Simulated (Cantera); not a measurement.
Thermodynamics of aluminium and copper etching, feed Cu + F₂ + H₂

A closed system holds: 1 mol Cu, a varied amount of F₂, 0.32 mol H₂, at 1202 °C and 1330 Pa.

These are equilibrium values from Cantera (NASA tables, ideal gas, pure condensed phases), not measurements of a reactor. Candidate condensed phases: Cu, CuF₂; 15 gas species. Kinetics and transport are ignored.

```tsv
n(F₂) (mol)	x HF	x CuF₂	x F	x CuF	x F₂	n Cu(l)
0.42	0.766	0.00635	7.31e-6	0.227	<1e-12	0.805
0.56	0.582	0.0195	1.28e-5	0.398	<1e-12	0.541
0.75	0.441	0.0340	1.69e-5	0.525	<1e-12	0.189
1	0.390	0.219	0.000147	0.390	4.85e-11	0
1.3	0.388	0.577	0.00513	0.0294	5.92e-8	0
1.8	0.246	0.384	0.369	0.000272	0.000306	0
2.4	0.169	0.263	0.567	0.000121	0.000725	0
```
x: gas mole fraction; n: condensed amount in mol.

From 0.42 mol F₂ to 0.75 mol F₂ the condensed part is Cu(l). From 1 mol F₂ to 2.4 mol F₂ nothing is condensed. The main Cu-bearing gas is CuF at 0.42 mol F₂ and CuF₂ at 2.4 mol F₂.
